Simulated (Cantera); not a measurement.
A Cantera script and what it prints.

```python
import numpy as np
import cantera as ct

gas_names = """
    CL CL2 H HCL H2 N NH NH2 NH3 N2 N2H2 N2H4 Si SiCL SiCL2 SiCL3 SiCL4 SiH SiHCL3 SiH2 SiH2CL2 SiH3
    SiH3CL SiH4 SiN Si2 Si2N Si3
""".split()
cond_names = """
    NH4CL(a) NH4CL(b) Si(cr) Si(L) Si3N4(a)
""".split()


# ... load() reads the species with a 1 bar reference pressure and builds the phases ...
atoms = {
    'SiHCl3': {'Si': 1, 'H': 1, 'CL': 3},
    'N2': {'N': 2},
    'H2': {'H': 2},
}
top_T = {'Si3N4(a)': 2400}  # K; cautious upper limits of use, not melting points


# ... equilibrate(T, P, feed) seeds the gas with the atoms and calls Mixture.equilibrate('TP', solver="vcs", rtol=1e-11, max_steps=5000) ...
results = []
P = 16  # Pa
for T in [1425, 1475, 1525, 1575, 1625, 1675, 1725, 1775, 1825, 1875, 1925]:
    for m in [0.74, 1.3, 2.3, 4, 7.1, 12, 22, 39]:
        feed = {'SiHCl3': 1, 'N2': m, 'H2': 20}  # mol
        mix = equilibrate(T, P, feed)
        results.append((T, P, feed, dict(zip(mix.species_names, mix.species_moles))))

for T, P, feed, n in results:
    print(f"{T:7g} {feed['N2']:10.4g}  " + (" + ".join(c for c in cond_names if n.get(c, 0) > 1e-12) or "gas only"))
```

It prints:

```
   1425       0.74  Si(cr)
   1425        1.3  Si(cr)
   1425        2.3  Si3N4(a)
   1425          4  Si3N4(a)
   1425        7.1  Si3N4(a)
   1425         12  Si3N4(a)
   1425         22  Si3N4(a)
   1425         39  Si3N4(a)
   1475       0.74  Si(cr)
   1475        1.3  Si(cr)
   1475        2.3  Si(cr)
   1475          4  Si(cr)
   1475        7.1  Si3N4(a)
   1475         12  Si3N4(a)
   1475         22  Si3N4(a)
   1475         39  Si3N4(a)
   1525       0.74  Si(cr)
   1525        1.3  Si(cr)
   1525        2.3  Si(cr)
   1525          4  Si(cr)
   1525        7.1  Si(cr)
   1525         12  Si(cr)
   1525         22  Si3N4(a)
   1525         39  Si3N4(a)
   1575       0.74  Si(cr)
   1575        1.3  Si(cr)
   1575        2.3  Si(cr)
   1575          4  Si(cr)
   1575        7.1  Si(cr)
   1575         12  Si(cr)
   1575         22  Si(cr)
   1575         39  Si(cr)
   1625       0.74  Si(cr)
   1625        1.3  Si(cr)
   1625        2.3  Si(cr)
   1625          4  Si(cr)
   1625        7.1  Si(cr)
   1625         12  Si(cr)
   1625         22  Si(cr)
   1625         39  Si(cr)
   1675       0.74  Si(cr)
   1675        1.3  Si(cr)
   1675        2.3  Si(cr)
   1675          4  Si(cr)
   1675        7.1  Si(cr)
   1675         12  Si(cr)
   1675         22  Si(cr)
   1675         39  Si(cr)
   1725       0.74  Si(L)
   1725        1.3  Si(L)
   1725        2.3  Si(L)
   1725          4  Si(L)
   1725        7.1  Si(L)
   1725         12  Si(L)
   1725         22  Si(L)
   1725         39  gas only
   1775       0.74  Si(L)
   1775        1.3  Si(L)
   1775        2.3  Si(L)
   1775          4  Si(L)
   1775        7.1  gas only
   1775         12  gas only
   1775         22  gas only
   1775         39  gas only
   1825       0.74  gas only
   1825        1.3  gas only
   1825        2.3  gas only
   1825          4  gas only
   1825        7.1  gas only
   1825         12  gas only
   1825         22  gas only
   1825         39  gas only
   1875       0.74  gas only
   1875        1.3  gas only
   1875        2.3  gas only
   1875          4  gas only
   1875        7.1  gas only
   1875         12  gas only
   1875         22  gas only
   1875         39  gas only
   1925       0.74  gas only
   1925        1.3  gas only
   1925        2.3  gas only
   1925          4  gas only
   1925        7.1  gas only
   1925         12  gas only
   1925         22  gas only
   1925         39  gas only
```

Cantera equilibrium calculation (NASA polynomials, part measured and part estimated; ideal gas, pure solids and liquids). N2 is the only nitrogen source here; it is nearly inert below about 1500 K, so the nitride shown seldom forms there in practice. The tables' values for SiCl3 are old estimates.
